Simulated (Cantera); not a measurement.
An adiabatic, constant-pressure homogeneous reactor starts with 19.0 % CH3OH, 15.8 % O2, 59.4 % N2, 5.88 % H2O, equivalence ratio 1.8, at 1625 K and 1.01 bar.

Cantera simulation using GRI-Mech 3.0 (53 species, 325 reactions); the numbers are that mechanism's predictions, not measurements. GRI-Mech 3.0 was tuned for natural gas; its chemistry of methanol as a main component is partial and can be far from experiment.

Task: Predict: time of steepest temperature rise; temperature at 2.00 s; equilibrium temperature; x(O2) at 2.00 s; x(H2O) at 2.00 s; x(OH) at 2.00 s.

Result: 
```
Item                                                                   Value
---------------------------------  -----------------------------------------
time of steepest temperature rise                                    54.5 µs
temperature at 2.00 s                                                 2652 K
equilibrium temperature                                               2652 K
x(O2) at 2.00 s                    0.000935 (gas-phase equilibrium 0.000935)
x(H2O) at 2.00 s                         0.246 (gas-phase equilibrium 0.246)
x(OH) at 2.00 s                      0.00915 (gas-phase equilibrium 0.00915)
```
